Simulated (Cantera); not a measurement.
Feed: 1 mol Ta, 9.5 mol CO2, 120 mol H2, held at 1175 K and 0.00570 bar.

Equilibrium computed with Cantera from the NASA thermochemical tables; the gas is ideal and each condensed phase is pure. Candidate condensed phases: C, C6H6, C7H8, C8H18, H2O, Ta, TaC, Ta2O5; 113 gas species. The numbers say what is thermodynamically allowed, not how fast it happens.

Base state: H2 0.876, CO 0.0702, H2O 0.0509, CO2 0.00318 (mole fractions); condensed: Ta2O5(s).

Problem. What changes in the equilibrium state with this change: CO2 from 9.5 to 0.26 mol?

Solution. 
| species | before | after |
|---|---|---|
| H2 | 0.876 | 1.000 |
| H2O | 0.0509 | 3.17e-6 |
| CO | 0.0702 | 8.94e-9 |
| CO2 | 0.00318 | <1e-9 |
| Ta2O5(s), mol | 0.500 | 0.104 |
| Ta(s), mol | 0 | 0.532 |
| TaC(s), mol | 0 | 0.260 |
Mutual solubility and eutectic melting of coexisting phases are not modelled. TaC: taken at fixed stoichiometry. Condensed phases not in the tables: Ta2C, N, O or C dissolved in the metal.
